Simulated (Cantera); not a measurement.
What does this Cantera script print?

```python
import numpy as np
import cantera as ct

gas = ct.Solution("gri30.yaml")
gas.TPX = 1350, 1500000, {'CH4': 0.011, 'O2': 0.025, 'N2': 1, 'H2': 0.03}
inlet = ct.Reservoir(gas, clone=True)

reactor = ct.IdealGasConstPressureReactor(gas, energy="off", clone=False)
exhaust = ct.Reservoir(gas, clone=True)
tau = [1.7, 0.74, 0.32, 0.14, 0.06, 0.026, 0.011, 0.0049, 0.0021, 0.00092, 0.0004][0]
for a, b in ((inlet, reactor), (reactor, exhaust)):
    ct.MassFlowController(a, b, mdot=lambda t: reactor.mass / tau)
net = ct.ReactorNet([reactor])
show = ['CH4', 'O2', 'C2H', 'CH2', 'CH2CO', 'NO', 'C2H4']

rows = []
print(f"{'tau/s':>10s}{'T/K':>9s}" + "".join(f"{s:>11s}" for s in show))
for tau in [1.7, 0.74, 0.32, 0.14, 0.06, 0.026, 0.011, 0.0049, 0.0021, 0.00092, 0.0004]:
    net.initial_time = 0.0
    net.advance(30 * tau)
    before = gas.X
    net.advance(40 * tau)
    drift = np.max(np.abs(gas.X - before) / (gas.X + 1e-9))
    rows.append([gas.T, *gas[show].X, drift])
    print(f"{tau:10.3e}{gas.T:9.1f}" + "".join(f"{x:11.3e}" for x in gas[show].X))
```

It prints:

```
     tau/s      T/K        CH4         O2        C2H        CH2      CH2CO         NO       C2H4
 1.700e+00   1350.0  2.026e-03  2.636e-04  4.193e-12  1.287e-10  4.057e-06  7.964e-10  6.163e-05
 7.400e-01   1350.0  1.961e-03  3.941e-04  5.465e-12  2.226e-10  5.517e-06  1.322e-09  6.601e-05
 3.200e-01   1350.0  1.921e-03  5.916e-04  7.025e-12  3.881e-10  7.126e-06  2.129e-09  7.115e-05
 1.400e-01   1350.0  1.919e-03  8.859e-04  8.858e-12  6.766e-10  8.821e-06  3.305e-09  7.720e-05
 6.000e-02   1350.0  1.974e-03  1.346e-03  1.104e-11  1.204e-09  1.071e-05  4.990e-09  8.452e-05
 2.600e-02   1350.0  2.110e-03  2.038e-03  1.341e-11  2.133e-09  1.285e-05  7.040e-09  9.276e-05
 1.100e-02   1350.0  2.372e-03  3.126e-03  1.589e-11  3.816e-09  1.552e-05  8.981e-09  1.023e-04
 4.900e-03   1350.0  2.781e-03  4.654e-03  1.794e-11  6.440e-09  1.855e-05  9.710e-09  1.128e-04
 2.100e-03   1350.0  3.455e-03  6.972e-03  1.927e-11  1.055e-08  2.216e-05  8.669e-09  1.260e-04
 9.200e-04   1350.0  4.439e-03  1.007e-02  1.890e-11  1.561e-08  2.527e-05  6.308e-09  1.397e-04
 4.000e-04   1350.0  5.797e-03  1.389e-02  1.550e-11  2.051e-08  2.546e-05  3.711e-09  1.462e-04
```

Cantera simulation using GRI-Mech 3.0 (53 species, 325 reactions); the numbers are that mechanism's predictions, not measurements. The pressure lies above the range GRI-Mech 3.0 was tuned for (to about 10 atm). The temperature is held fixed by assumption; the heat of reaction is taken as removed at once.
